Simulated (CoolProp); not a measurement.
Hexamethyldisiloxane (MM) at 382.83 K and 0.0438 MPa is compressed adiabatically to 0.222 MPa with isentropic efficiency 0.7. Each further row changes one setting.

The numbers come from the reference Helmholtz-energy equation of state, Thol 2016 in CoolProp.

```
case             work (kJ/kg)  final temperature (K)  final density (kg/m³)
---------------  ------------  ---------------------  ---------------------
as stated                 [?]                    [?]                   11.7
efficiency 1              [?]                  404.2                    [?]
efficiency 0.65           [?]                    [?]                   11.7
```

Some entries are withheld; supply them.


- as stated, work (kJ/kg): 44.1
- as stated, final temperature (K): 411.3
- efficiency 1, work (kJ/kg): 30.8
- efficiency 1, final density (kg/m³): 12.0
- efficiency 0.65, work (kJ/kg): 47.4
- efficiency 0.65, final temperature (K): 413.2
